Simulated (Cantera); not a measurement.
What does this Cantera script print?

```python
import numpy as np
import cantera as ct

gas = ct.Solution("gri30.yaml")
gas.TPX = 1325, 23000, {'CO': 0.014, 'O2': 0.023, 'H2O': 0.04, 'N2': 1}
reactor = ct.IdealGasConstPressureReactor(gas, energy="off", clone=False)
net = ct.ReactorNet([reactor])
net.rtol, net.atol = 1e-08, 1e-18
show = ['CO', 'O2', 'H2O', 'CO2', 'H2', 'NO2', 'N2O']
times = np.geomspace(4e-05, 3, 15)

steps = ct.SolutionArray(gas, extra=["t"])
rows = []
print(f"{'t/s':>10s}{'T/K':>9s}{'P/Pa':>11s}" + "".join(f"{s:>11s}" for s in show))
for t in times:
    while net.time < t:
        t_next = net.step()
        steps.append(gas.state, t=t_next)
    rows.append([np.interp(t, steps.t, y) for y in (steps.T, steps.P, *steps(*show).X.T)])
    print(f"{t:10.3e}{rows[-1][0]:9.1f}{rows[-1][1]:11.4g}" + "".join(f"{x:11.3e}" for x in rows[-1][2:]))
rate = np.gradient(steps.T, steps.t)
print("integrator steps:", len(steps.t))
if steps.T.max() > steps.T[0] + 200:
    print(f"time of steepest temperature rise: {steps.t[rate.argmax()]:.4e} s")
gas.TPX = 1325, 23000, {'CO': 0.014, 'O2': 0.023, 'H2O': 0.04, 'N2': 1}
gas.equilibrate("TP")
print(f"equilibrium (TP): T = {gas.T:.1f} K  " + "  ".join(f"{s} {gas[s].X[0]:.3e}" for s in show))
```

Result:

```
       t/s      T/K       P/Pa         CO         O2        H2O        CO2         H2        NO2        N2O
 4.000e-05   1325.0    2.3e+04  1.300e-02  2.136e-02  3.714e-02  7.749e-10  6.045e-13  2.585e-26  1.588e-15
 8.918e-05   1325.0    2.3e+04  1.300e-02  2.136e-02  3.714e-02  1.822e-09  8.226e-12  3.825e-25  5.305e-15
 1.988e-04   1325.0    2.3e+04  1.300e-02  2.136e-02  3.714e-02  4.862e-09  1.082e-10  6.203e-24  2.010e-14
 4.433e-04   1325.0    2.3e+04  1.300e-02  2.136e-02  3.714e-02  1.867e-08  1.359e-09  1.269e-22  9.260e-14
 9.884e-04   1325.0    2.3e+04  1.300e-02  2.136e-02  3.714e-02  1.736e-07  2.326e-08  7.984e-21  8.472e-13
 2.204e-03   1325.0    2.3e+04  1.298e-02  2.135e-02  3.713e-02  1.429e-05  2.208e-06  4.800e-17  6.779e-11
 4.913e-03   1325.0    2.3e+04  7.750e-03  1.883e-02  3.527e-02  5.256e-03  8.956e-04  5.612e-12  3.309e-08
 1.095e-02   1325.0    2.3e+04  9.687e-04  1.554e-02  3.575e-02  1.209e-02  8.011e-04  7.752e-11  4.788e-08
 2.442e-02   1325.0    2.3e+04  1.943e-04  1.501e-02  3.700e-02  1.288e-02  1.795e-04  3.030e-10  7.548e-08
 5.445e-02   1325.0    2.3e+04  3.891e-05  1.495e-02  3.728e-02  1.304e-02  3.420e-05  9.222e-10  1.036e-07
 1.214e-01   1325.0    2.3e+04  7.951e-06  1.494e-02  3.735e-02  1.308e-02  7.455e-06  1.574e-09  1.189e-07
 2.707e-01   1325.0    2.3e+04  1.834e-06  1.495e-02  3.737e-02  1.308e-02  1.978e-06  1.623e-09  1.195e-07
 6.035e-01   1325.0    2.3e+04  5.155e-07  1.495e-02  3.737e-02  1.308e-02  6.377e-07  1.297e-09  1.026e-07
 1.346e+00   1325.0    2.3e+04  1.815e-07  1.495e-02  3.738e-02  1.308e-02  2.478e-07  1.079e-09  6.656e-08
 3.000e+00   1325.0    2.3e+04  8.403e-08  1.495e-02  3.738e-02  1.308e-02  1.232e-07  1.102e-09  2.550e-08
integrator steps: 1595
equilibrium (TP): T = 1325.0 K  CO 5.627e-08  O2 1.488e-02  H2O 3.738e-02  CO2 1.308e-02  H2 8.628e-08  NO2 1.690e-07  N2O 4.632e-09
```

Model: GRI-Mech 3.0 (53 species, 325 reactions), integrated in Cantera.
